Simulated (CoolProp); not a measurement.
Ammonia along the isobar 136 bar: fugacity coefficient from the reference equation and from simpler models built on Tc = 132.4 °C, pc = 113.6 bar, ω = 0.256; each cubic takes its own stable root.

Computed with CoolProp (reference Helmholtz-energy equation of state, Gao 2020).

| T (°C) | phase | reference |
|---|---|---|
| 108.15 | liquid | 0.4102 |
| 119.05 | liquid | 0.4733 |
| 130.05 | liquid | 0.5384 |
| 140.95 | supercritical | 0.6004 |
| 151.85 | supercritical | 0.6460 |
| 162.75 | supercritical | 0.6800 |
| 173.65 | supercritical | 0.7086 |
| 184.55 | supercritical | 0.7336 |
| 195.45 | supercritical | 0.7557 |
| 206.35 | supercritical | 0.7755 |
| 217.25 | supercritical | 0.7933 |
| 228.15 | supercritical | 0.8095 |
| 239.05 | supercritical | 0.8242 |

How far does each simpler model (van der Waals, Soave-Redlich-Kwong) lie from the reference over these 13 states: mean and median of the absolute difference, and the worst?


- van der Waals: mean 6.3 %, median 1.9 %, worst +27.6 % at 108.15 °C and 136 bar
- Soave-Redlich-Kwong: mean 3.7 %, median 2.8 %, worst +7.5 % at 108.15 °C and 136 bar
